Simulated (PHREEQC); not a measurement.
Model water analysis in mg/kgw, 45 °C, pH 6.51, pe -0.2:

```
constituent         mg/kgw
------------------  ------
Na                    1720
K                     2.83
Ca                     503
Mg                     110
Cl                    3180
S(6) as SO4            665
Alkalinity as HCO3    1.34
Li                   0.524
F                      5.7
```

Valence states are taken as typed.

Computed with PHREEQC (ion-association model, phreeqc.dat).

### Question
The ionic strength comes out as 0.121 mol/kgw. What activity coefficients do SO4-2, Cl-, Li+, F-, Mg+2 get?

### Answer
SO4-2 0.34, Cl- 0.74, Li+ 0.78, F- 0.74, Mg+2 0.37.

No solid was allowed to form. Saturation is exceeded, for instance for Fluorite; the values hold only as long as no solid forms. Away from 25 °C the constants follow the database's enthalpies or fits; those with neither stay at their 25 °C values.
